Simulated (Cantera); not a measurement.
Input: 1 mol Zr, 0.047 mol H₂O, equilibrated at 750 Torr.

Cantera equilibrium calculation (NASA polynomials, part measured and part estimated; ideal gas, pure solids and liquids). Candidate condensed phases: H₂O, Zr, ZrO₂; 12 gas species. Mutual solubility and eutectic melting of coexisting phases are not modelled. Condensed phases not in the tables: N, O or C dissolved in the metal. The numbers say what is thermodynamically allowed, not how fast it happens.

x: gas mole fraction; n: condensed amount in mol.

```csv
T (K),x H₂,x H,x ZrO,x H₂O,x Zr,x ZrO₂,n Zr(β),n ZrO₂(tetragonal),n Zr(l)
1900,0.999,0.000793,7.42e-9,4.28e-7,3.65e-10,2.85e-12,0.977,0.0235,0
2000,0.998,0.00162,5.18e-8,1.07e-6,2.45e-9,3.32e-11,0.977,0.0235,0
2100,0.997,0.00311,2.99e-7,2.43e-6,1.37e-8,3.04e-10,0.977,0.0235,0
2200,0.994,0.00562,1.44e-6,5.25e-6,6.30e-8,2.27e-9,0,0.0235,0.977
2300,0.990,?,?,?,?,?,0,0.0235,0.977
2400,0.984,?,?,?,?,?,0,0.0235,0.977
2500,0.975,0.0248,7.23e-5,3.67e-5,2.79e-6,3.52e-7,0,0.0235,0.976
2600,0.962,0.0376,0.000217,6.30e-5,8.08e-6,1.45e-6,0,0.0235,0.976
```

Question: Some entries are withheld; supply them.

Answer: 
- 2400, x H: 0.0158
- 2400, x ZrO: 2.19e-5
- 2400, x H₂O: 2.03e-5
- 2400, x Zr: 8.78e-7
- 2400, x ZrO₂: 7.57e-8
- 2300, x H: 0.00963
- 2300, x ZrO: 5.97e-6
- 2300, x H₂O: 1.06e-5
- 2300, x Zr: 2.49e-7
- 2300, x ZrO₂: 1.42e-8
